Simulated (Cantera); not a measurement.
**Thermodynamics of silicon epitaxy and polysilicon growth, feed Si2Cl6 + Cl2 + N2 + HCl**

Feed: 1 mol Si2Cl6, 0.16 mol Cl2, 41 mol N2, 3.3 mol HCl, held at 0.100 bar.

These are equilibrium values from Cantera (NASA tables, ideal gas, pure condensed phases), not measurements of a reactor. Candidate condensed phases: NH4Cl, Si, Si3N4; 28 gas species. The feed counts by its element totals alone. N2 is the only nitrogen source here; it is nearly inert below about 1500 K, so the nitride shown seldom forms there in practice. The tables' values for SiCl3 are old estimates; treat these amounts as uncertain. Rates play no part.

```json
[
 {"T (K)": "1273", "log p N2": "-1.05", "log p HCl": "-2.21", "log p SiCl4": "-2.44", "log p SiCl2": "-4.43", "log p SiCl3": "-3.85", "log p H2": "-3.29", "log p Cl": "-6.78", "n Si3N4(s)": "0.0916"},
 {"T (K)": "1298", "log p N2": "-1.05", "log p HCl": "-2.21", "log p SiCl4": "-2.45", "log p SiCl2": "-4.21", "log p SiCl3": "-3.72", "log p H2": "-3.29", "log p Cl": "-6.60", "n Si3N4(s)": "0.0885"},
 {"T (K)": "1323", "log p N2": "-1.05", "log p HCl": "-2.21", "log p SiCl4": "-2.46", "log p SiCl2": "-4.01", "log p SiCl3": "-3.60", "log p H2": "-3.30", "log p Cl": "-6.43", "n Si3N4(s)": "0.0839"},
 {"T (K)": "1348", "log p N2": "-1.05", "log p HCl": "-2.21", "log p SiCl4": "-2.47", "log p SiCl2": "-3.81", "log p SiCl3": "-3.49", "log p H2": "-3.31", "log p Cl": "-6.27", "n Si3N4(s)": "0.0771"},
 {"T (K)": "1373", "log p N2": "-1.05", "log p HCl": "-2.21", "log p SiCl4": "-2.49", "log p SiCl2": "-3.62", "log p SiCl3": "-3.39", "log p H2": "-3.31", "log p Cl": "-6.11", "n Si3N4(s)": "0.0674"},
 {"T (K)": "1398", "log p N2": "-1.05", "log p HCl": "-2.21", "log p SiCl4": "-2.51", "log p SiCl2": "-3.44", "log p SiCl3": "-3.29", "log p H2": "-3.31", "log p Cl": "-5.96", "n Si3N4(s)": "0.0542"},
 {"T (K)": "1423", "log p N2": "-1.05", "log p HCl": "-2.21", "log p SiCl4": "-2.53", "log p SiCl2": "-3.27", "log p SiCl3": "-3.20", "log p H2": "-3.31", "log p Cl": "-5.82", "n Si3N4(s)": "0.0363"},
 {"T (K)": "1448", "log p N2": "-1.05", "log p HCl": "-2.21", "log p SiCl4": "-2.57", "log p SiCl2": "-3.11", "log p SiCl3": "-3.12", "log p H2": "-3.31", "log p Cl": "-5.68", "n Si3N4(s)": "0.0129"},
 {"T (K)": "1473", "log p N2": "-1.05", "log p HCl": "-2.20", "log p SiCl4": "-2.60", "log p SiCl2": "-3.02", "log p SiCl3": "-3.08", "log p H2": "-3.35", "log p Cl": "-5.52", "n Si3N4(s)": "0"},
 {"T (K)": "1498", "log p N2": "-1.05", "log p HCl": "-2.19", "log p SiCl4": "-2.62", "log p SiCl2": "-2.99", "log p SiCl3": "-3.06", "log p H2": "-3.45", "log p Cl": "-5.32", "n Si3N4(s)": "0"},
 {"T (K)": "1523", "log p N2": "-1.05", "log p HCl": "-2.18", "log p SiCl4": "-2.63", "log p SiCl2": "-2.97", "log p SiCl3": "-3.04", "log p H2": "-3.56", "log p Cl": "-5.13", "n Si3N4(s)": "0"},
 {"T (K)": "1548", "log p N2": "-1.05", "log p HCl": "-2.17", "log p SiCl4": "-2.65", "log p SiCl2": "-2.95", "log p SiCl3": "-3.02", "log p H2": "-3.67", "log p Cl": "-4.95", "n Si3N4(s)": "0"},
 {"T (K)": "1573", "log p N2": "-1.05", "log p HCl": "-2.17", "log p SiCl4": "-2.66", "log p SiCl2": "-2.93", "log p SiCl3": "-3.01", "log p H2": "-3.78", "log p Cl": "-4.77", "n Si3N4(s)": "0"},
 {"T (K)": "1598", "log p N2": "-1.05", "log p HCl": "-2.16", "log p SiCl4": "-2.67", "log p SiCl2": "-2.92", "log p SiCl3": "-3.00", "log p H2": "-3.90", "log p Cl": "-4.59", "n Si3N4(s)": "0"}
]
```
log p: log10 of the partial pressure in bar; n: condensed amount in mol.

From 1273 K to 1448 K the condensed part is Si3N4(s). From 1473 K to 1598 K nothing is condensed. The main Si-bearing gas is SiCl4 throughout.
